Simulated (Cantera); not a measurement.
An isothermal, constant-pressure homogeneous reactor starts with H2 : O2 : N2 = 1.6 : 1 : 1.4 (molar parts), equivalence ratio 0.80, at 750 K and 330 Torr. Integrator tolerance rtol = 1e-08.

Computed with Cantera and the H2/O2 subset of GRI-Mech 3.0, which has no nitrogen chemistry. Below about 950 K walls govern HO2 and H2O2 in real vessels. The temperature is held fixed by assumption; the heat of reaction is taken as removed at once.

Problem. What does this change do: temperature 750 to 1375 K?

Solution. 
```tsv
quantity	before	after
x(H2) at 10.0 s	0.400 (gas-phase equilibrium <1e-12)	9.28e-7 (gas-phase equilibrium 9.28e-7)
x(O2) at 10.0 s	0.250 (gas-phase equilibrium 0.0625)	0.0625 (gas-phase equilibrium 0.0625)
x(H2O2) at 10.0 s	2.11e-6 (gas-phase equilibrium 3.33e-12)	7.83e-9 (gas-phase equilibrium 7.83e-9)
x(OH) at 10.0 s	<1e-12 (gas-phase equilibrium 3.50e-10)	4.86e-5 (gas-phase equilibrium 4.86e-5)
x(H) at 10.0 s	6.84e-12 (gas-phase equilibrium <1e-12)	5.01e-9 (gas-phase equilibrium 5.01e-9)
x(H2O) at 10.0 s	8.00e-7 (gas-phase equilibrium 0.500)	0.500 (gas-phase equilibrium 0.500)
```
